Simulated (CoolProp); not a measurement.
Values from CoolProp's reference Helmholtz-energy equation of state, Thol 2016.

### Question
For hexamethyldisiloxane (MM), give the phase and the density (kg/m³), isothermal compressibility (1/MPa) at 45.35 °C and 0.117 MPa; 18.65 °C and 0.409 MPa.

### Answer
- 45.35 °C and 0.117 MPa: liquid; density 738, isothermal compressibility 0.00257
- 18.65 °C and 0.409 MPa: liquid; density 767, isothermal compressibility 0.00198
